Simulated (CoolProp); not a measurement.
Vapour-liquid equilibrium of acetone (1) + cyclohexane (2) at 247 kPa; x and y are mole fractions of (1).

Values from CoolProp's multi-fluid Helmholtz-energy mixture model, Lemmon 2006 and Zhou 2014; pair parameters Bell 2016.

| x | bubble temperature (°C) | y at the bubble point | dew temperature at overall composition x (°C) | liquid density (mol/L) |
|---|---|---|---|---|
| 0.05 | 103.2 | 0.250 | 111.6 | ___ |
| 0.125 | ___ | 0.432 | 108.6 | ___ |
| 0.2 | ___ | 0.521 | 105.5 | 8.869 |
| 0.275 | 87.4 | ___ | ___ | 9.098 |
| 0.35 | 85.9 | 0.607 | 98.6 | 9.333 |
| 0.425 | ___ | 0.634 | 94.9 | 9.582 |
| 0.5 | 84.0 | 0.658 | 91.1 | 9.851 |
| 0.575 | 83.4 | 0.683 | 87.3 | 10.14 |
| 0.65 | 83.0 | 0.712 | 84.3 | 10.46 |
| 0.725 | 82.7 | 0.746 | 82.9 | 10.80 |
| 0.8 | 82.7 | 0.791 | 82.7 | 11.17 |
| 0.875 | 83.0 | 0.849 | 83.2 | ___ |
| 0.95 | 83.8 | 0.929 | 84.1 | 11.99 |

### Question
What belongs in the gaps?

### Answer

- 0.05, liquid density (mol/L): 8.365
- 0.125, bubble temperature (°C): 94.5
- 0.125, liquid density (mol/L): 8.634
- 0.2, bubble temperature (°C): 90.0
- 0.275, y at the bubble point: 0.573
- 0.275, dew temperature at overall composition x (°C): 102.1
- 0.425, bubble temperature (°C): 84.8
- 0.875, liquid density (mol/L): 11.57

y crosses x between x = 0.725 and 0.8: the model has an azeotrope there.

The pair parameters rest on a limited set of measurements; away from them the model extrapolates.
